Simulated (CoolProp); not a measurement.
Properties of methanol along the isotherm 620 K (Tc = 513.4 K, pc = 82.16 bar, ω = 0.565).

Values from CoolProp's reference Helmholtz-energy equation of state, de Reuck 1993.

```csv
p (bar),phase,density (kg/m³),speed of sound (m/s),Joule-Thomson coefficient (K/MPa),conductivity (mW/(m K)),Prandtl number
37.3,gas,25.18,397.3,4.067,___,___
74.7,gas,55.26,372.2,4.220,70.3,0.901
112,supercritical,91.31,353.0,4.262,80.8,1.03
149,supercritical,133.6,344.0,3.930,93.9,1.23
187,supercritical,186.9,335.1,3.581,111,1.52
224,supercritical,246.7,340.2,2.898,128,1.71
261,supercritical,301.1,372.3,2.035,142,1.67
299,supercritical,345.3,410.1,1.495,151,1.67
336,supercritical,379.5,448.9,1.134,157,1.67
373,supercritical,407.3,486.1,0.8841,162,1.69
411,supercritical,___,521.5,0.7043,165,1.71
```

Task: Fill in the missing entries.

Result: 
- 37.3, conductivity (mW/(m K)): 62.1
- 37.3, Prandtl number: 0.825
- 411, density (kg/m³): 431.0

Viscosity comes from a separate model (Xiang 2006). Thermal conductivity comes from a separate model (Sykioti 2013).
